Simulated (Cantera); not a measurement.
Input: 1 mol B, 0.12 mol O2, 3 mol H2, held at 0.0133 bar.

These are equilibrium values from Cantera (NASA tables, ideal gas, pure condensed phases), not measurements of a reactor. Candidate condensed phases: B, B2O3, B3O3H3, H2O; 23 gas species. The tables' values for BH2 are old estimates; treat these amounts as uncertain. Kinetics and transport are ignored. All values below are at 1525 °C.

Base state: H2 0.932, HBO 0.0509, B2O2 0.0106, H 0.00294, BO 0.00287, B2O3 0.000409, HBO2 0.000260, BH2 0.000120 (mole fractions); condensed: B(s).

Question: What changes in the equilibrium state with this change: pressure from 0.0133 bar to 0.0560 bar?

Answer: 
| species | before | after |
|---|---|---|
| H2 | 0.932 | 0.934 |
| HBO | 0.0509 | 0.0508 |
| B2O2 | 0.0106 | 0.0105 |
| H | 0.00294 | 0.00144 |
| BO | 0.00287 | 0.00140 |
| B3O3H3 | 1.09e-6 | 1.91e-5 |
| B2O | 2.37e-5 | 1.15e-5 |
| H2O | 1.21e-5 | 2.48e-5 |
| B(s), mol | 0.762 | 0.764 |
